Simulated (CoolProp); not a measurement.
Methane at 211.67 K and 0.512 MPa flows at 1.6 m/s in a round tube of 25 mm bore and 45 µm roughness, fully developed (64/Re and Nu = 3.66 if laminar; Colebrook and Gnielinski if turbulent). Each further row changes one setting.

Values from CoolProp's reference Helmholtz-energy equation of state, Setzmann 1991.

```tsv
case	Reynolds number	Darcy friction factor	pressure drop (Pa/m)	heat-transfer coefficient (W/(m² K))	mass flow (kg/h)
as stated	?	0.0288	7.07	65.5	13.6
velocity 3.2 m/s	46100	?	25.8	122	?
diameter 50 mm	46100	?	?	?	54.3
```

Question: Fill in the missing entries.

Answer: 
- as stated, Reynolds number: 23100
- velocity 3.2 m/s, Darcy friction factor: 0.0263
- velocity 3.2 m/s, mass flow (kg/h): 27.1
- diameter 50 mm, Darcy friction factor: 0.0240
- diameter 50 mm, pressure drop (Pa/m): 2.95
- diameter 50 mm, heat-transfer coefficient (W/(m² K)): 55.3

Viscosity comes from a separate model (Quiñones-Cisneros 2006). Thermal conductivity comes from a separate model (Friend 1989).
